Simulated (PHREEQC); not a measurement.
Hard or scaling water (model solution)

Make-up at 75 °C: 0.0011 mol CaSO4, 2.1e-05 mol CO2 and 0.00034 mol H4SiO4 per kg of water. Closed to the air; pH follows from the charge balance.

Computed with PHREEQC (ion-association model, phreeqc.dat).

The pH comes out as 5.57 and the ionic strength is 0.00389 mol/kgw. The specific conductance is 581 µS/cm.

```
species  molality  activity   log γ
-------  --------  --------  ------
Ca+2     0.000971  0.000726  -0.127
SO4-2    0.000971  0.000724  -0.128
H4SiO4   0.000340  0.000340   0.000
CaSO4    0.000129  0.000129   0.000
CO2       1.76e-5   1.76e-5   0.000
HCO3-     3.38e-6   3.14e-6  -0.032
H+        2.86e-6   2.67e-6  -0.030
HSO4-     7.19e-7   6.67e-7  -0.032
OH-       8.30e-8   7.69e-8  -0.033
H3SiO4-   7.35e-8   6.82e-8  -0.032
```

Precipitation was switched off in this run. At this temperature some constants are extrapolated from 25 °C, and those without enthalpy data are left unchanged.
